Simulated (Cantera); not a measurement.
Input: 1 mol CH2F2, 0.13 mol H2, at 675 K and 8200 Pa.

These are equilibrium values from Cantera (NASA tables, ideal gas, pure condensed phases), not measurements of a reactor. Candidate condensed phases: C, C6H6, C7H8, C8H18; 95 gas species. Equilibrium is a limit: real reactors are often held back by kinetics, nucleation or transport.

Base state: HF 0.942, H2 0.0542, CH4 0.00352, H2F2 1.59e-5 (mole fractions); condensed: C(graphite).

**Question.** What changes in the equilibrium state with this change: CH2F2 replaced by CCl4?

**Answer.** 
```tsv
species	before	after
Cl2	0	0.800
HCl	0	0.131
CCl4	0	0.0696
HF	0.942	0
H2	0.0542	<1e-9
CH4	0.00352	<1e-9
H2F2	1.59e-5	0
C(graphite), mol	0.993	0.861
```
Gases not in the tables: chlorinated aromatics.

**Question.** What changes in the equilibrium state with this change: temperature from 675 K to 1348 K?

**Answer.** 
```
species            before    after
----------------  -------  -------
HF                  0.942    0.939
H2                 0.0542   0.0610
CH4               0.00352  1.78e-6
H2F2              1.59e-5  1.18e-6
C(graphite), mol    0.993    1.000
```

**Question.** What changes in the equilibrium state with this change: H2 from 0.13 to 2.7 mol?

**Answer.** 
```tsv
species	before	after
HF	0.942	0.490
H2	0.0542	0.357
CH4	0.00352	0.153
H2F2	1.59e-5	4.30e-6
C(graphite), mol	0.993	0.378
```
